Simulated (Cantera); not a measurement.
A perfectly stirred reactor is fed with NH₃ : N₂ = 1 : 6.4 (molar parts), at 0.0133 bar; it is held at 2025 K, and followed from long to short residence time.

Cantera simulation using the gas-phase N/H chemistry of the illustrative SiF4/NH3 mechanism in the Surface Chemkin manual (1991); the numbers are that mechanism's predictions, not measurements. Walls and surfaces, which speed up NH3 decomposition in real reactors, are not modelled.

Task: What does this change do: 0.11 parts H2 added?

Result: 
```csv
quantity,before,after
x(NH₃) at τ = 0.970 s,0.0637,0.0636
x(H) at τ = 0.970 s,0.000175,0.000193
x(N₂H₂) at τ = 0.970 s,8.58e-7,8.34e-7
x(NH) at τ = 0.970 s,1.63e-5,1.62e-5
x(N₂H₄) at τ = 0.970 s,5.94e-10,5.74e-10
x(NH₃) at τ = 13.0 ms,0.134,0.132
x(H) at τ = 13.0 ms,3.26e-6,2.08e-5
x(N₂H₂) at τ = 13.0 ms,7.42e-7,8.03e-7
x(NH) at τ = 13.0 ms,4.87e-6,8.07e-6
x(N₂H₄) at τ = 13.0 ms,1.44e-9,1.11e-9
```

Task: What does this change do: NH3 1 to 0.28 parts?

Result: 
```
quantity                  before     after
----------------------  --------  --------
x(NH₃) at τ = 0.970 s     0.0637    0.0199
x(H) at τ = 0.970 s     0.000175   9.18e-5
x(N₂H₂) at τ = 0.970 s   8.58e-7   2.62e-7
x(NH) at τ = 0.970 s     1.63e-5   1.10e-5
x(N₂H₄) at τ = 0.970 s  5.94e-10  1.38e-10
x(NH₃) at τ = 13.0 ms      0.134    0.0416
x(H) at τ = 13.0 ms      3.26e-6   1.39e-6
x(N₂H₂) at τ = 13.0 ms   7.42e-7   9.28e-8
x(NH) at τ = 13.0 ms     4.87e-6   1.81e-6
x(N₂H₄) at τ = 13.0 ms   1.44e-9  1.84e-10
```

Task: What does this change do: temperature 2025 to 2275 K?

Result: 
```
quantity                  before     after
----------------------  --------  --------
x(NH₃) at τ = 0.970 s     0.0637    0.0163
x(H) at τ = 0.970 s     0.000175  0.000895
x(N₂H₂) at τ = 0.970 s   8.58e-7   3.36e-7
x(NH) at τ = 0.970 s     1.63e-5   3.41e-5
x(N₂H₄) at τ = 0.970 s  5.94e-10  7.40e-11
x(NH₃) at τ = 13.0 ms      0.134     0.122
x(H) at τ = 13.0 ms      3.26e-6   8.37e-5
x(N₂H₂) at τ = 13.0 ms   7.42e-7   3.50e-6
x(NH) at τ = 13.0 ms     4.87e-6   4.60e-5
x(N₂H₄) at τ = 13.0 ms   1.44e-9   2.37e-9
```
